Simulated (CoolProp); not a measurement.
Vapour-liquid equilibrium of dimethyl ether (1) + isobutane (2) at 0.93 MPa; x and y are mole fractions of (1).

Values from CoolProp's multi-fluid Helmholtz-energy mixture model, Wu 2011 and Bücker 2006; pair parameters Bell 2016.

| x | bubble temperature (°C) | y at the bubble point | dew temperature at overall composition x (°C) | liquid density (mol/L) |
|---|---|---|---|---|
| 0.05 | 60.2 | 0.094 | 61.5 | 8.770 |
| 0.2 | 53.8 | 0.315 | 57.1 | 9.372 |
| 0.35 | 49.4 | 0.476 | 52.8 | 10.01 |
| 0.5 | 46.3 | 0.604 | 48.8 | 10.70 |
| 0.65 | 44.1 | 0.717 | 45.3 | 11.48 |
| 0.8 | 42.6 | 0.829 | 42.9 | 12.36 |
| 0.95 | 41.8 | 0.953 | 41.8 | 13.38 |

No azeotrope shows between x = 0.05 and 0.95.

Pair parameters are fitted to limited data, so mixtures are less certain than the pure fluids.
